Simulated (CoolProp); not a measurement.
Ammonia along the isotherm 268 K: density (kg/m³) from the reference equation and from simpler models built on Tc = 405.6 K, pc = 11360 kPa, ω = 0.256; each cubic takes its own stable root.

Model: reference Helmholtz-energy equation of state, Gao 2020, in CoolProp.

| p (kPa) | phase | reference | van der Waals | Redlich-Kwong | Soave-Redlich-Kwong | Peng-Robinson |
|---|---|---|---|---|---|---|
| 1070 | liquid | 646.1 | 8.880 | 494.4 | 512.6 | 579.6 |
| 2130 | liquid | 646.8 | 338.9 | 495.2 | 513.2 | 580.2 |
| 3200 | liquid | 647.5 | 340.0 | 496.1 | 513.9 | 580.8 |
| 4260 | liquid | 648.2 | 341.1 | 496.9 | 514.5 | 581.4 |
| 5330 | liquid | 648.8 | 342.2 | 497.7 | 515.1 | 582.0 |
| 6390 | liquid | 649.5 | 343.2 | 498.5 | 515.7 | 582.6 |
| 7460 | liquid | 650.2 | 344.2 | 499.3 | 516.3 | 583.1 |
| 8520 | liquid | 650.9 | 345.1 | 500.1 | 516.9 | 583.7 |
| 9590 | liquid | 651.5 | 346.1 | 500.9 | 517.5 | 584.3 |
| 10700 | liquid | 652.2 | 347.0 | 501.7 | 518.1 | 584.9 |
| 11700 | liquid | 652.8 | 347.9 | 502.4 | 518.6 | 585.4 |
| 12800 | liquid | 653.5 | 348.8 | 503.2 | 519.2 | 585.9 |
| 13800 | liquid | 654.1 | 349.6 | 503.8 | 519.7 | 586.4 |
| 14900 | liquid | 654.8 | 350.4 | 504.6 | 520.3 | 587.0 |
| 16000 | liquid | 655.4 | 351.2 | 505.3 | 520.9 | 587.5 |
| 17000 | liquid | 656.0 | 352.0 | 506.0 | 521.4 | 588.0 |

At some of these states van der Waals gives the other phase, because its saturation line lies elsewhere.
